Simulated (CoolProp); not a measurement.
Properties of n-perfluoropentane at several states (Tc = 147.9 °C, pc = 2.063 MPa, ω = 0.436).

Computed with CoolProp (reference Helmholtz-energy equation of state, Gao 2022).

| T (°C) | p (MPa) | phase | Z | expansivity (1/kK) | fugacity coefficient |
|---|---|---|---|---|---|
| -87.55 | 0.0796 | liquid | … | … | 0.0004852 |
| 98.55 | 0.17 | gas | … | … | … |
| 5.15 | 9.71 | liquid | … | … | … |

Problem. What belongs in the gaps?

Solution. 
- -87.55, Z: 0.007666
- -87.55, expansivity (1/kK): 1.502
- 98.55, Z: 0.9547
- 98.55, expansivity (1/kK): 3.162
- 98.55, fugacity coefficient: 0.9567
- 5.15, Z: 0.7079
- 5.15, expansivity (1/kK): 1.604
- 5.15, fugacity coefficient: 0.007780
